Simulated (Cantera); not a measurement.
Charge: 1 mol Si₂Cl₆, 20 mol NH₃, 0.19 mol H₂, held at 0.0100 bar.

Cantera equilibrium calculation (NASA polynomials, part measured and part estimated; ideal gas, pure solids and liquids). Candidate condensed phases: NH₄Cl, Si, Si₃N₄; 28 gas species. The feed counts by its element totals alone. The tables' values for SiCl, SiCl₃, SiN are old estimates; treat these amounts as uncertain. Gases not in the tables: Si₂H₆ and higher silanes. Rates play no part.

x: gas mole fraction; n: condensed amount in mol.

```json
[
 {"T (K)": "1298", "x H₂": "0.650", "x N₂": "0.207", "x HCl": "0.142", "x SiCl₂": "0.000309", "x H": "8.64e-6", "x Si": "1.52e-11", "x SiCl": "1.42e-9", "n Si₃N₄(s)": "0.660", "n Si(l)": "0"},
 {"T (K)": "1398", "x H₂": "0.651", "x N₂": "0.208", "x HCl": "0.139", "x SiCl₂": "0.00167", "x H": "3.82e-5", "x Si": "1.49e-9", "x SiCl": "4.75e-8", "n Si₃N₄(s)": "0.640", "n Si(l)": "0"},
 {"T (K)": "1498", "x H₂": "0.654", "x N₂": "0.211", "x HCl": "0.129", "x SiCl₂": "0.00635", "x H": "0.000139", "x Si": "7.79e-8", "x SiCl": "9.23e-7", "n Si₃N₄(s)": "0.573", "n Si(l)": "0"},
 {"T (K)": "1598", "x H₂": "0.659", "x N₂": "0.216", "x HCl": "?", "x SiCl₂": "?", "x H": "?", "x Si": "?", "x SiCl": "1.09e-5", "n Si₃N₄(s)": "?", "n Si(l)": "0"},
 {"T (K)": "1698", "x H₂": "0.665", "x N₂": "0.222", "x HCl": "0.0827", "x SiCl₂": "0.0285", "x H": "0.00118", "x Si": "5.06e-5", "x SiCl": "8.43e-5", "n Si₃N₄(s)": "0.256", "n Si(l)": "0"},
 {"T (K)": "1798", "x H₂": "0.657", "x N₂": "0.231", "x HCl": "0.0789", "x SiCl₂": "0.0294", "x H": "0.00285", "x Si": "0.000308", "x SiCl": "0.000263", "n Si₃N₄(s)": "0", "n Si(l)": "0.693"},
 {"T (K)": "1898", "x H₂": "0.652", "x N₂": "0.230", "x HCl": "0.0815", "x SiCl₂": "0.0276", "x H": "?", "x Si": "?", "x SiCl": "0.000618", "n Si₃N₄(s)": "0", "n Si(l)": "0.706"},
 {"T (K)": "1998", "x H₂": "0.642", "x N₂": "0.229", "x HCl": "0.0830", "x SiCl₂": "0.0257", "x H": "0.0129", "x Si": "0.00425", "x SiCl": "0.00132", "n Si₃N₄(s)": "0", "n Si(l)": "0.601"}
]
```

Question: Complete the blanks.

Answer: 
- 1898, x H: 0.00631
- 1898, x Si: 0.00123
- 1598, x HCl: 0.109
- 1598, x SiCl₂: 0.0161
- 1598, x H: 0.000432
- 1598, x Si: 2.45e-6
- 1598, n Si₃N₄(s): 0.435
